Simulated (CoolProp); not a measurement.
Saturated liquid density (kg/m³) of C3F8 (R218): the reference equation beside estimates from Tc = 71.9 °C, pc = 2.640 MPa, ω = 0.317. Rackett uses Z = 0.29056 − 0.08775 ω.

Values from CoolProp's reference Helmholtz-energy equation of state, Lemmon 2006. It is a short technical equation, of lower accuracy than the large ones.

| T (°C) | reference | Rackett | van der Waals | Redlich-Kwong |
|---|---|---|---|---|
| -34.55 | 1603 | 1712 | 994.9 | 1445 |
| -31.05 | 1589 | 1696 | 986.3 | 1429 |
| -27.55 | 1575 | 1681 | 977.4 | 1414 |
| -24.05 | 1560 | 1665 | 968.4 | 1398 |
| -20.65 | 1546 | 1649 | 959.4 | 1382 |
| -17.15 | 1531 | 1632 | 950.0 | 1365 |
| -13.65 | 1516 | 1616 | 940.4 | 1348 |
| -10.25 | 1502 | 1599 | 930.9 | 1330 |
| -6.75 | 1486 | 1582 | 920.8 | 1312 |
| -3.25 | 1470 | 1564 | 910.5 | 1294 |
| 0.25 | 1453 | 1546 | 899.9 | 1275 |
| 3.65 | 1437 | 1528 | 889.4 | 1256 |

Absolute difference from the reference over all 12 rows, mean and median: Rackett 6.6 and 6.6 %, van der Waals 38.0 and 38.0 %, Redlich-Kwong 11.1 and 11.0 %.
